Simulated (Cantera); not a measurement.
What does this Cantera script print?

```python
import numpy as np
import cantera as ct

gas_names = """
    CL CL2 H HCL H2 N NH NH2 NH3 N2 N2H2 N2H4 Si SiCL SiCL2 SiCL3 SiCL4 SiH SiHCL3 SiH2 SiH2CL2 SiH3
    SiH3CL SiH4 SiN Si2 Si2N Si3
""".split()
cond_names = """
    NH4CL(a) NH4CL(b) Si(cr) Si(L) Si3N4(a)
""".split()


# ... load() reads the species with a 1 bar reference pressure and builds the phases ...
atoms = {
    'SiH2Cl2': {'Si': 1, 'H': 2, 'CL': 2},
    'N2': {'N': 2},
    'H2': {'H': 2},
}
top_T = {'Si3N4(a)': 2400}  # K; cautious upper limits of use, not melting points


# ... equilibrate(T, P, feed) seeds the gas with the atoms and calls Mixture.equilibrate('TP', solver="vcs", rtol=1e-11, max_steps=5000) ...
results = []
feed = {'SiH2Cl2': 1, 'N2': 0.88, 'H2': 92}  # mol
for P in [5, 15, 45, 140, 410, 1200, 3700, 11000, 33000, 100000]:
    for T in [775, 875, 975, 1075, 1175, 1275, 1375, 1475, 1575, 1675, 1775, 1875, 1975, 2075]:
        mix = equilibrate(T, P, feed)
        results.append((T, P, feed, dict(zip(mix.species_names, mix.species_moles))))

for T, P, feed, n in results:
    print(f"{T:7g} {P:10.4g}  " + (" + ".join(c for c in cond_names if n.get(c, 0) > 1e-12) or "gas only"))
```

It prints:

```
    775          5  Si3N4(a)
    875          5  Si3N4(a)
    975          5  Si3N4(a)
   1075          5  Si3N4(a)
   1175          5  Si3N4(a)
   1275          5  Si(cr) + Si3N4(a)
   1375          5  Si(cr)
   1475          5  Si(cr)
   1575          5  Si(cr)
   1675          5  Si(cr)
   1775          5  gas only
   1875          5  gas only
   1975          5  gas only
   2075          5  gas only
    775         15  Si3N4(a)
    875         15  Si3N4(a)
    975         15  Si3N4(a)
   1075         15  Si3N4(a)
   1175         15  Si3N4(a)
   1275         15  Si3N4(a)
   1375         15  Si(cr)
   1475         15  Si(cr)
   1575         15  Si(cr)
   1675         15  Si(cr)
   1775         15  gas only
   1875         15  gas only
   1975         15  gas only
   2075         15  gas only
    775         45  Si3N4(a)
    875         45  Si3N4(a)
    975         45  Si3N4(a)
   1075         45  Si3N4(a)
   1175         45  Si3N4(a)
   1275         45  Si3N4(a)
   1375         45  Si(cr) + Si3N4(a)
   1475         45  Si(cr)
   1575         45  Si(cr)
   1675         45  Si(cr)
   1775         45  Si(L)
   1875         45  gas only
   1975         45  gas only
   2075         45  gas only
    775        140  Si3N4(a)
    875        140  Si3N4(a)
    975        140  Si3N4(a)
   1075        140  Si3N4(a)
   1175        140  Si3N4(a)
   1275        140  Si3N4(a)
   1375        140  Si3N4(a)
   1475        140  Si(cr)
   1575        140  Si(cr)
   1675        140  Si(cr)
   1775        140  Si(L)
   1875        140  Si(L)
   1975        140  gas only
   2075        140  gas only
    775        410  Si3N4(a)
    875        410  Si3N4(a)
    975        410  Si3N4(a)
   1075        410  Si3N4(a)
   1175        410  Si3N4(a)
   1275        410  Si3N4(a)
   1375        410  Si3N4(a)
   1475        410  Si(cr) + Si3N4(a)
   1575        410  Si(cr)
   1675        410  Si(cr)
   1775        410  Si(L)
   1875        410  Si(L)
   1975        410  Si(L)
   2075        410  gas only
    775       1200  Si3N4(a)
    875       1200  Si3N4(a)
    975       1200  Si3N4(a)
   1075       1200  Si3N4(a)
   1175       1200  Si3N4(a)
   1275       1200  Si3N4(a)
   1375       1200  Si3N4(a)
   1475       1200  Si3N4(a)
   1575       1200  Si(cr)
   1675       1200  Si(cr)
   1775       1200  Si(L)
   1875       1200  Si(L)
   1975       1200  Si(L)
   2075       1200  gas only
    775       3700  Si3N4(a)
    875       3700  Si3N4(a)
    975       3700  Si3N4(a)
   1075       3700  Si3N4(a)
   1175       3700  Si3N4(a)
   1275       3700  Si3N4(a)
   1375       3700  Si3N4(a)
   1475       3700  Si3N4(a)
   1575       3700  Si(cr) + Si3N4(a)
   1675       3700  Si(cr)
   1775       3700  Si(L)
   1875       3700  Si(L)
   1975       3700  Si(L)
   2075       3700  Si(L)
    775    1.1e+04  Si3N4(a)
    875    1.1e+04  Si3N4(a)
    975    1.1e+04  Si3N4(a)
   1075    1.1e+04  Si3N4(a)
   1175    1.1e+04  Si3N4(a)
   1275    1.1e+04  Si3N4(a)
   1375    1.1e+04  Si3N4(a)
   1475    1.1e+04  Si3N4(a)
   1575    1.1e+04  Si3N4(a)
   1675    1.1e+04  Si(cr)
   1775    1.1e+04  Si(L)
   1875    1.1e+04  Si(L)
   1975    1.1e+04  Si(L)
   2075    1.1e+04  Si(L)
    775    3.3e+04  Si3N4(a)
    875    3.3e+04  Si3N4(a)
    975    3.3e+04  Si3N4(a)
   1075    3.3e+04  Si3N4(a)
   1175    3.3e+04  Si3N4(a)
   1275    3.3e+04  Si3N4(a)
   1375    3.3e+04  Si3N4(a)
   1475    3.3e+04  Si3N4(a)
   1575    3.3e+04  Si3N4(a)
   1675    3.3e+04  Si3N4(a)
   1775    3.3e+04  Si(L)
   1875    3.3e+04  Si(L)
   1975    3.3e+04  Si(L)
   2075    3.3e+04  Si(L)
    775      1e+05  Si3N4(a)
    875      1e+05  Si3N4(a)
    975      1e+05  Si3N4(a)
   1075      1e+05  Si3N4(a)
   1175      1e+05  Si3N4(a)
   1275      1e+05  Si3N4(a)
   1375      1e+05  Si3N4(a)
   1475      1e+05  Si3N4(a)
   1575      1e+05  Si3N4(a)
   1675      1e+05  Si3N4(a)
   1775      1e+05  Si(L) + Si3N4(a)
   1875      1e+05  Si(L)
   1975      1e+05  Si(L)
   2075      1e+05  Si(L)
```

Method: chemical equilibrium by Gibbs-energy minimisation in Cantera with the NASA 1993 tables (ideal gas, pure condensed phases). N2 is the only nitrogen source here; it is nearly inert below about 1500 K, so the nitride shown seldom forms there in practice. Mutual solubility and eutectic melting of coexisting phases are not modelled. The tables' values for SiCl3 are old estimates.
